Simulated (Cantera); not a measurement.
Mixture: 14.6 % CO, 4.52 % H2, 10.4 % O2, 70.5 % N2, equivalence ratio 0.92, at 730000 Pa, adiabatic and at constant volume. Ignition delay is the time to a rise of 400 K.

Computed with Cantera and GRI-Mech 3.0 (53 species, 325 reactions). The hydrogen kinetics of GRI-Mech 3.0 are dated; newer H2 mechanisms differ, most at raised pressure. Where the delays flatten at high temperature, the 400 K rule measures the pace of heat release, not the induction time.

Problem. Predict: delay at 1200 K; delay at 1300 K; delay at 1400 K; delay at 1500 K.

Solution. 
```
Quantity           Value
---------------  -------
delay at 1200 K  35.7 µs
delay at 1300 K  13.0 µs
delay at 1400 K  7.78 µs
delay at 1500 K  5.67 µs
```
